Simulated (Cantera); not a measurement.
Input: 1 mol Si2Cl6, 3.8 mol NH3, 54 mol N2, held at 1377 °C and 0.000660 bar.

Cantera equilibrium calculation (NASA polynomials, part measured and part estimated; ideal gas, pure solids and liquids). Candidate condensed phases: NH4Cl, Si, Si3N4; 28 gas species. The feed counts by its element totals alone. The tables' values for SiCl, SiCl3 are old estimates; treat these amounts as uncertain. Rates play no part.

Base state: N2 0.865, H2 0.0721, HCl 0.0312, SiCl2 0.0304, H 0.000949, Cl 0.000323, Si 0.000256, SiCl 0.000175 (mole fractions); condensed: gas only.

Task: What changes in the equilibrium state with this change: Si2Cl6 replaced by SiH2Cl2?

Result: 
```csv
species,before,after
N2,0.865,0.878
H2,0.0721,0.0972
HCl,0.0312,0.0149
SiCl2,0.0304,0.00812
SiCl3,9.44e-5,1.04e-5
Si2N,4.89e-6,1.24e-5
Cl,0.000323,0.000132
Si,0.000256,0.000406
SiCl,0.000175,0.000114
"Si(s), mol",0,0.447
```
